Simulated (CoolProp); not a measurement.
Water at several states: fugacity coefficient from the reference equation and from simpler models built on Tc = 373.9 °C, pc = 22.06 MPa, ω = 0.344; each cubic takes its own stable root.

Values from CoolProp's reference Helmholtz-energy equation of state, Wagner 2002.

| T (°C) | p (MPa) | phase | reference |
|---|---|---|---|
| 455.55 | 10.4 | gas | 0.9015 |
| 517.15 | 9.36 | gas | 0.9356 |
| 500.95 | 0.957 | gas | 0.9928 |
| 426.15 | 0.21 | gas | 0.9977 |

**Question.** How far does each simpler model (van der Waals, Soave-Redlich-Kwong, Peng-Robinson) lie from the reference over these 4 states: mean and median of the absolute difference, and the worst?

**Answer.** 
- van der Waals: mean 0.5 %, median 0.3 %, worst -1.2 % at 517.15 °C and 9.36 MPa
- Soave-Redlich-Kwong: mean 0.1 %, median 0.1 %, worst -0.2 % at 455.55 °C and 10.4 MPa
- Peng-Robinson: mean 0.8 %, median 0.8 %, worst -1.8 % at 455.55 °C and 10.4 MPa
